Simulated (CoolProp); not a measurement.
A Linde-Hampson liquefier for ethane: isothermal reversible compression at 320 K from 1 atm to 20 MPa, throttling to 1 atm, return gas leaving the recuperator 5 K below the feed. Each further row changes one setting.

Values from CoolProp's reference Helmholtz-energy equation of state, Bücker 2006.

| case | liquid yield per pass | compression work (kJ/kg of gas) |
|---|---|---|
| as stated | [?] | 366 |
| high pressure 40 MPa | [?] | [?] |
| warm-end temperature 350 K | [?] | [?] |
| warm-end gap 10 K | [?] | 366 |

Q: What belongs in the gaps?

A: 
- as stated, liquid yield per pass: 0.458
- high pressure 40 MPa, liquid yield per pass: 0.454
- high pressure 40 MPa, compression work (kJ/kg of gas): 414
- warm-end temperature 350 K, liquid yield per pass: 0.373
- warm-end temperature 350 K, compression work (kJ/kg of gas): 429
- warm-end gap 10 K, liquid yield per pass: 0.451
